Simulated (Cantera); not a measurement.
A closed system holds: 1 mol MgO, 0.12 mol H2S, 0.29 mol CO2, at 72000 Pa.

Method: chemical equilibrium by Gibbs-energy minimisation in Cantera with the NASA 1993 tables (ideal gas, pure condensed phases). Candidate condensed phases: C, C6H6, C7H8, C8H18, H2O, H2SO4, Mg, MgCO3, MgO, Mg(OH)2, MgS, MgSO4, S; 130 gas species. Gases not in the tables: S3 to S7. Equilibrium is a limit: real reactors are often held back by kinetics, nucleation or transport.

At 1223 K, list the 6 most abundant gas species with their mole fractions, and the condensed phases.

CO2 0.509, H2O 0.142, CO 0.128, H2S 0.105, S2 0.0727, H2 0.0243. Condensed: MgO(s).
